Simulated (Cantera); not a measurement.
Mixture: CH4 : O2 : N2 : H2O = 1 : 1 : 3.76 : 0.94 (molar parts), equivalence ratio 2.0, at 0.987 atm, adiabatic and at constant pressure. Ignition delay is the time to a rise of 400 K.

Cantera simulation using GRI-Mech 3.0 (53 species, 325 reactions); the numbers are that mechanism's predictions, not measurements.

Question: What does this change do: constant volume in place of constant pressure?

Answer: 
```
quantity                                                before       after
--------------------------------------------------  ----------  ----------
delay at 1200 K                                        95.8 ms     89.1 ms
delay at 1350 K                                        13.7 ms     12.6 ms
delay at 1500 K                                        2.29 ms     2.09 ms
delay at 1650 K                                       0.484 ms    0.445 ms
delay at 1800 K                                       0.142 ms    0.130 ms
apparent activation energy between 1725 and 1875 K  190 kJ/mol  190 kJ/mol
```

Question: What does this change do: pressure from 0.987 atm to 5.33 atm?

Answer: 
| quantity | before | after |
|---|---|---|
| delay at 1200 K | 95.8 ms | 15.9 ms |
| delay at 1350 K | 13.7 ms | 3.00 ms |
| delay at 1500 K | 2.29 ms | 0.622 ms |
| delay at 1650 K | 0.484 ms | 0.140 ms |
| delay at 1800 K | 0.142 ms | 38.3 µs |
| apparent activation energy between 1725 and 1875 K | 190 kJ/mol | 210 kJ/mol |

Question: What does this change do: pressure from 0.987 atm to 9.87 atm?

Answer: 
| quantity | before | after |
|---|---|---|
| delay at 1200 K | 95.8 ms | 7.46 ms |
| delay at 1350 K | 13.7 ms | 1.54 ms |
| delay at 1500 K | 2.29 ms | 0.356 ms |
| delay at 1650 K | 0.484 ms | 86.0 µs |
| delay at 1800 K | 0.142 ms | 23.9 µs |
| apparent activation energy between 1725 and 1875 K | 190 kJ/mol | 210 kJ/mol |
